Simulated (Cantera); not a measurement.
An isothermal, constant-pressure homogeneous reactor starts with H2 : O2 = 0.05 : 1 (molar parts), at 1348 K and 10.00 Torr. Integrator tolerance rtol = 1e-08.

Model: the H2/O2 subset of GRI-Mech 3.0, which has no nitrogen chemistry, integrated in Cantera. Radical loss at walls, strong at low pressure, is not modelled. The temperature is held fixed by assumption; the heat of reaction is taken as removed at once.

Q: What does this change do: pressure from 10.00 Torr to 2.93 Torr?

A: 
| quantity | before | after |
|---|---|---|
| x(H2) at 1.00 s | 9.39e-6 (gas-phase equilibrium 8.61e-8) | 0.000300 (gas-phase equilibrium 1.59e-7) |
| x(O2) at 1.00 s | 0.951 (gas-phase equilibrium 0.951) | 0.937 (gas-phase equilibrium 0.951) |
| x(H2O) at 1.00 s | 0.0485 (gas-phase equilibrium 0.0488) | 0.0459 (gas-phase equilibrium 0.0487) |
| x(H) at 1.00 s | 6.70e-6 (gas-phase equilibrium 5.92e-9) | 0.00128 (gas-phase equilibrium 1.49e-8) |
| x(OH) at 1.00 s | 0.000562 (gas-phase equilibrium 5.40e-5) | 0.00316 (gas-phase equilibrium 7.34e-5) |
| x(HO2) at 1.00 s | 1.78e-7 (gas-phase equilibrium 4.28e-8) | 4.43e-7 (gas-phase equilibrium 3.15e-8) |
| x(O) at 1.00 s | 0.000378 (gas-phase equilibrium 3.47e-6) | 0.0126 (gas-phase equilibrium 6.41e-6) |
